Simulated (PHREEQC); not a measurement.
Consider water at 25 °C with 0.15 mol HF and 0.25 mol KCl per kg of water. Closed to the air; pH follows from the charge balance.

Computed with PHREEQC (ion-association model, wateq4f.dat).

This is a speciation only: nothing precipitates in the calculation.

Problem. Order these F species by the share of F that they hold, largest first: F-, HF, H2F2, HF2-.

Solution. HF (60 %), H2F2 (30 %), F- (6.2 %), HF2- (4.5 %)

The pH is 2.00 and the ionic strength 0.263 mol/kgw. wateq4f.dat counts part of the HF as a dimer, H2F2, which phreeqc.dat doesn't know; its constant is uncertain.
